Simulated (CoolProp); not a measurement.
Values from CoolProp's reference Helmholtz-energy equation of state, Lemmon 2006. It is a short technical equation, of lower accuracy than the large ones.

Task: For C2F6 (R116), give the phase and the cp (kJ/(kg K)), cv (kJ/(kg K)), speed of sound (m/s), expansivity (1/kK) at 293.9 K and 747 kPa; 318.3 K and 14700 kPa; 361.8 K and 5600 kPa.

Result: 
- 293.9 K and 747 kPa: gas; cp 0.809, cv 0.717, speed of sound 129, expansivity 4.61
- 318.3 K and 14700 kPa: supercritical; cp 1.15, cv 0.798, speed of sound 287, expansivity 4.39
- 361.8 K and 5600 kPa: supercritical; cp 1.17, cv 0.846, speed of sound 125, expansivity 9.01
